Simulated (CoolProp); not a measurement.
Fluoroethane (R161) at several states: density (kg/m³) from the reference equation and from simpler models built on Tc = 375.2 K, pc = 5010 kPa, ω = 0.216; each cubic takes its own stable root.

The numbers come from the reference Helmholtz-energy equation of state, Wu 2012 in CoolProp.

```tsv
T (K)	p (kPa)	phase	reference	Soave-Redlich-Kwong	Peng-Robinson
168.7	2260	liquid	908.0	784.1	880.6
342.9	5000	liquid	615.0	491.6	554.4
364.5	5000	liquid	525.8	395.9	442.5
300.8	118	gas	2.308	2.305	2.307
337.7	15.5	gas	0.2657	0.2657	0.2657
155.5	5000	liquid	926.3	797.8	894.8
```
